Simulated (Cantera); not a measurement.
Thermodynamics of fluorocarbon and chlorocarbon gases, feed CHF₃ + CH₄ + H₂

A closed system holds: 1 mol CHF₃, 0.0084 mol CH₄, 3.1 mol H₂, at 2948.15 K.

Equilibrium computed with Cantera from the NASA thermochemical tables; the gas is ideal and each condensed phase is pure. Candidate condensed phases: C, C₆H₆, C₇H₈, C₈H₁₈; 95 gas species. Equilibrium is a limit: real reactors are often held back by kinetics, nucleation or transport.

| P (Pa) | x H | x HF | x H₂ | x F | x C | x C₃ | x C₂H₂ (acetylene) | x C₂ | n C(graphite) |
|---|---|---|---|---|---|---|---|---|---|
| 1 | 0.639 | 0.0161 | 0.000227 | 0.255 | 0.0866 | 0.000400 | 9.64e-9 | 0.00142 | 0 |
| 10 | 0.619 | 0.115 | 0.00213 | 0.188 | 0.0556 | 0.0106 | 3.73e-6 | 0.00586 | 0 |
| 100 | 0.554 | 0.314 | 0.0170 | 0.0575 | 0.0170 | 0.0301 | 0.000278 | 0.00547 | 0 |
| 1000 | 0.424 | 0.433 | 0.0997 | 0.0103 | 0.00307 | 0.0178 | 0.00532 | 0.00179 | 0.461 |
| 10000 | 0.212 | 0.519 | 0.249 | 0.00248 | 0.000307 | 0.00178 | 0.0133 | 0.000179 | 0.790 |
| 100000 | 0.0782 | 0.562 | 0.339 | 0.000729 | 3.07e-5 | 0.000178 | 0.0181 | 1.79e-5 | 0.794 |
x: gas mole fraction; n: condensed amount in mol.

From 1.00e-5 bar to 0.00100 bar nothing is condensed. From 0.0100 bar to 1.00 bar the condensed part is C(graphite). The main C-bearing gas is C at 1.00e-5 bar and C₂H₂ (acetylene) at 1.00 bar.
